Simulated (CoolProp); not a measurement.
Model: reference Helmholtz-energy equation of state, Leachman 2009, in CoolProp.

Q: For normal hydrogen, give the phase and the density (kg/m³), cv (kJ/(kg K)), viscosity (µPa s), Prandtl number at -237.55 °C and 16.3 bar.

A: 
- -237.55 °C and 16.3 bar: supercritical; density 23.7, cv 7.71, viscosity 2.72, Prandtl number 2.84

Viscosity comes from a separate model (Muzny 2013). Thermal conductivity comes from a separate model (Assael 2011).
